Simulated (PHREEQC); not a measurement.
Dissolve 0.18 mol/kgw Na2SO4 and 0.058 mol/kgw KCl at 20 °C. Closed to the air; pH follows from the charge balance.

Computed with PHREEQC (ion-association model, phreeqc.dat).

Precipitation was switched off in this run.

### Question
Order these S species by the share of S that they hold, largest first: KSO4-, SO4-2, NaSO4-.

### Answer
SO4-2 (72 %), NaSO4- (24 %), KSO4- (4.5 %)

The ionic strength is 0.496 mol/kgw.
